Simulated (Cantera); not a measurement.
Feed: 1 mol TiCl₄, 1 mol H₂O, equilibrated at 1100 K and 13300 Pa.

Method: chemical equilibrium by Gibbs-energy minimisation in Cantera with the NASA 1993 tables (ideal gas, pure condensed phases). Candidate condensed phases: H₂O, Ti, TiCl₂, TiCl₃, TiCl₄, TiO, TiO₂, Ti₂O₃, Ti₃O₅, Ti₄O₇; 23 gas species. Condensed phases not in the tables: TiOCl. Equilibrium is a limit: real reactors are often held back by kinetics, nucleation or transport.

Base state: HCl 0.800, TiCl₄ 0.200, H₂O 0.000180, TiCl₃ 1.88e-5, Cl 1.51e-5, Cl₂ 1.32e-5, H₂ 1.13e-5 (mole fractions); condensed: TiO₂(rutile).

**Question.** What changes in the equilibrium state with this change: TiCl₄ replaced by Ti(OiPr)₄?

**Answer.** 
```csv
species,before,after
H₂,1.13e-5,0.829
CO,0,0.165
CH₄,0,0.00329
HCl,0.800,0
TiCl₄,0.200,0
CO₂,0,0.000321
TiCl₃,1.88e-5,0
"TiO₂(rutile), mol",0.500,1.00
"C(graphite), mol",0,8.98
```
The feed counts by its element totals alone. Further candidate phases: C, C₆H₆, C₇H₈, C₈H₁₈, TiC.
